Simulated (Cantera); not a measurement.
**Equilibrium for metals in furnace atmospheres: Ti + H2O + CO**

Charge: 1 mol Ti, 0.26 mol H2O, 1.6 mol CO, at 10000 Pa.

Cantera equilibrium calculation (NASA polynomials, part measured and part estimated; ideal gas, pure solids and liquids). Candidate condensed phases: C, C6H6, C7H8, C8H18, H2O, Ti, TiC, TiO, TiO2, Ti2O3, Ti3O5, Ti4O7; 113 gas species. Mutual solubility and eutectic melting of coexisting phases are not modelled. TiC: taken at fixed stoichiometry. Condensed phases not in the tables: Magnéli phases beyond Ti4O7. Kinetics and transport are ignored.

```
T (K)   x CO   x H2     x CH4     x H2O  n C(graphite)  n TiO2(rutile)  n Ti4O7(s)  n Ti3O5(s)  n TiC(s)  n Ti2O3(s)
-----  -----  -----  --------  --------  -------------  --------------  ----------  ----------  --------  ----------
1175   0.231  0.768   0.00113  0.000613           1.52           0.128       0.218           0         0           0
1225   0.297  0.702  0.000647  0.000410           1.49               0       0.250           0         0           0
1275   0.384  0.616  0.000351  0.000275           1.44               0      0.0942       0.208         0           0
1325   0.426  0.573  0.000221  0.000176           1.41               0           0       0.333         0           0
1375   0.426  0.573  0.000164  0.000112           1.41               0           0       0.333         0           0
1425   0.805  0.195   1.37e-5   4.98e-5              0               0           0       0.157     0.528           0
1475   0.809  0.191   6.42e-6   5.23e-5              0               0           0           0     0.496       0.252
1525   0.809  0.191   3.34e-6   5.50e-5              0               0           0           0     0.496       0.252
1575   0.809  0.191   1.81e-6   5.77e-5              0               0           0           0     0.496       0.252
```
x: gas mole fraction; n: condensed amount in mol.

At 1175 K the condensed part is C(graphite) + TiO2(rutile) + Ti4O7(s). At 1225 K the condensed part is C(graphite) + Ti4O7(s). At 1275 K the condensed part is C(graphite) + Ti3O5(s) + Ti4O7(s). From 1325 K to 1375 K the condensed part is C(graphite) + Ti3O5(s). At 1425 K the condensed part is TiC(s) + Ti3O5(s). From 1475 K to 1575 K the condensed part is TiC(s) + Ti2O3(s).
